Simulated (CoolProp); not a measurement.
C2F6 (R116) at several states: density (kg/m³) from the reference equation and from simpler models built on Tc = 19.9 °C, pc = 30.48 bar, ω = 0.257; each cubic takes its own stable root.

Values from CoolProp's reference Helmholtz-energy equation of state, Lemmon 2006. It is a short technical equation, of lower accuracy than the large ones.

```csv
T (°C),p (bar),phase,reference,van der Waals,Peng-Robinson
136.35,0.617,gas,2.506,2.507,2.507
-62.15,0.807,gas,?,?,?
56.65,76.5,supercritical,818.5,725.1,?
-85.95,1.99,liquid,?,18.73,?
-62.45,33.5,liquid,?,?,1680
```

Complete the blanks.


- -62.15, reference: 6.525
- -62.15, van der Waals: 6.460
- -62.15, Peng-Robinson: 6.522
- 56.65, Peng-Robinson: 793.0
- -85.95, reference: 1640
- -85.95, Peng-Robinson: 1774
- -62.45, reference: 1552
- -62.45, van der Waals: 1006

At some of these states van der Waals gives the other phase, because its saturation line lies elsewhere.
